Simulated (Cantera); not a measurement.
Charge: 1 mol Si2H6, 87 mol N2.

These are equilibrium values from Cantera (NASA tables, ideal gas, pure condensed phases), not measurements of a reactor. Candidate condensed phases: Si, Si3N4; 18 gas species. The feed counts by its element totals alone. N2 is the only nitrogen source here; it is nearly inert below about 1500 K, so the nitride shown seldom forms there in practice. The numbers say what is thermodynamically allowed, not how fast it happens.

Stable condensed phases, one row left out:

```
T in °C \ P in Pa
            100    230    540   1300   2900   6800  16000  37000  86000 200000
   1550       A      A      A      A      B      B      B      B      B      B
   1475       A      A      B      B      B      B      B      B      B      B
   1325       B      B      B      B      B      B      B      B      B      B
   1250       B      B      B      B      B      B      B      B      B      B
   1175       B      B      B      B      B      B      B      B      B      B
   1100       B      B      B      B      B      B      B      B      B      B
   1025       B      B      B      B      B      B      B      B      B      B
    950       B      B      B      B      B      B      B      B      B      B
    875       B      B      B      B      B      B      B      B      B      B
    800       B      B      B      B      B      B      B      B      B      B
```

A: Si; B: Si3N4.

Question: Give the row for 1400 °C.

Answer: 100: Si; 230: Si3N4; 540: Si3N4; 1300: Si3N4; 2900: Si3N4; 6800: Si3N4; 16000: Si3N4; 37000: Si3N4; 86000: Si3N4; 200000: Si3N4.
